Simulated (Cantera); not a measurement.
A closed system holds: 1 mol SiCl4, 0.62 mol Cl2, 11 mol H2, held at 1075 °C and 580000 Pa.

Equilibrium computed with Cantera from the NASA thermochemical tables; the gas is ideal and each condensed phase is pure. Candidate condensed phases: Si; 19 gas species. The tables' values for SiCl3 are old estimates; treat these amounts as uncertain. The numbers say what is thermodynamically allowed, not how fast it happens.

Base state: H2 0.795, HCl 0.126, SiCl4 0.0531, SiHCl3 0.0190, SiCl3 0.00417, SiCl2 0.00164, SiH2Cl2 0.000987, SiH3Cl 1.46e-5 (mole fractions); condensed: gas only.

Q: What changes in the equilibrium state with this change: pressure from 580000 Pa to 10000 Pa?

A: 
```csv
species,before,after
H2,0.795,0.753
HCl,0.126,0.170
SiCl4,0.0531,0.0291
SiCl2,0.00164,0.0273
SiCl3,0.00417,0.0126
SiHCl3,0.0190,0.00732
SiH3Cl,1.46e-5,2.79e-6
SiH2Cl2,0.000987,0.000268
```
